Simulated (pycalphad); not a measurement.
Computed with pycalphad from the COST 507 light-alloy database (1999), at 1 atm. The data set is of 1999 and partly superseded. Amounts are mole fractions of atoms. Kinetics are ignored, which matters at the lower temperatures.

Task: Give the equilibrium state of Ti-3.548Si (wt.%) at 302 °C.

Result: 
```
T = 575.00 K, P = 101325 Pa, N = 1 mol of atoms
G = -31599 J/mol, H = -4338 J/mol, S = 47.41 J/(mol K)  (SER reference)
chemical potentials (J/mol): Ti -20343, Si -211122
phase             fraction      x(Ti)      x(Si)
HCP_A3              0.7725     0.9973     0.0027
SITI3               0.2275     0.7500     0.2500
```

Task: Give the equilibrium state of Ti-3.548Si (wt.%) at 1052 °C.

Result: 
```
T = 1325.00 K, P = 101325 Pa, N = 1 mol of atoms
G = -78608 J/mol, H = 22993 J/mol, S = 76.68 J/(mol K)  (SER reference)
chemical potentials (J/mol): Ti -68462, Si -240426
phase             fraction      x(Ti)      x(Si)
BCC_A2              0.8498     0.9748     0.0252
SITI3               0.1502     0.7500     0.2500
```

Database names, with the compositions (at.%) that they take in these runs: SITI3: Ti 75 Si 25. BCC_A2 is bcc; HCP_A3 is hcp.
